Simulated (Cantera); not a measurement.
Cantera run, input and output.

```python
import numpy as np
import cantera as ct

gas = ct.Solution("gri30.yaml", transport_model="multicomponent")
show = ['CH4', 'CO2', 'CH3']

rows = []
print(f"{'T/K':>7s}{'rho':>11s}{'cp':>10s}{'mu':>11s}{'lambda':>11s}{'Pr':>7s}" + "".join(f"{'D_' + s:>11s}" for s in show))
for T in [400, 500, 600, 700, 800, 900, 1000, 1100]:
    gas.TPX = T, 500000, {'NO': 0.62}
    Pr = gas.cp_mass * gas.viscosity / gas.thermal_conductivity
    D = [gas.mix_diff_coeffs_mole[gas.species_index(s)] for s in show]
    rows.append([gas.density, gas.cp_mass, gas.viscosity, gas.thermal_conductivity, Pr, *D])
    print(f"{T:7g}{gas.density:11.4e}{gas.cp_mass:10.1f}{gas.viscosity:11.4e}"
          f"{gas.thermal_conductivity:11.4e}{Pr:7.3f}" + "".join(f"{d:11.4e}" for d in D))
print("SI units: kg/m3, J/kg/K, Pa s, W/m/K, m2/s")
```

It prints:

```
    T/K        rho        cp         mu     lambda     Pr      D_CH4      D_CO2      D_CH3
    400 4.5111e+00     998.6 2.3120e-05 3.2481e-02  0.711 7.4731e-06 5.2885e-06 7.5068e-06
    500 3.6089e+00    1016.2 2.7036e-05 3.8749e-02  0.709 1.1006e-05 7.8568e-06 1.1058e-05
    600 3.0074e+00    1040.9 3.0618e-05 4.5000e-02  0.708 1.5039e-05 1.0798e-05 1.5113e-05
    700 2.5778e+00    1067.4 3.3953e-05 5.1198e-02  0.708 1.9539e-05 1.4084e-05 1.9637e-05
    800 2.2556e+00    1092.2 3.7097e-05 5.7257e-02  0.708 2.4478e-05 1.7695e-05 2.4603e-05
    900 2.0049e+00    1113.9 4.0086e-05 6.3114e-02  0.707 2.9837e-05 2.1614e-05 2.9991e-05
   1000 1.8044e+00    1132.7 4.2948e-05 6.8778e-02  0.707 3.5597e-05 2.5829e-05 3.5782e-05
   1100 1.6404e+00    1146.6 4.5702e-05 7.4109e-02  0.707 4.1744e-05 3.0326e-05 4.1963e-05
SI units: kg/m3, J/kg/K, Pa s, W/m/K, m2/s
```

Detailed kinetics in Cantera: GRI-Mech 3.0 (53 species, 325 reactions). The composition is frozen, though it would react at the higher temperatures.
